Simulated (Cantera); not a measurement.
Equilibrium for hydrogen reduction and annealing atmospheres: Cr₂O₃ + H₂ + H₂O

A closed system holds: 1 mol Cr₂O₃, 210 mol H₂, 1.7 mol H₂O, held at 1327 °C and 0.100 bar.

Cantera equilibrium calculation (NASA polynomials, part measured and part estimated; ideal gas, pure solids and liquids). Candidate condensed phases: Cr, Cr₂O₃, H₂O; 13 gas species. Kinetics and transport are ignored.

```yaml
x(H₂): 0.992
x(H₂O): 0.00804
x(H): 0.000171
x(Cr): 5.85e-6
n(Cr₂O₃(s)): 0.999 mol
gas_amount: 211.7 mol
log10 activity of Cr(s) (absent): -0.82
```
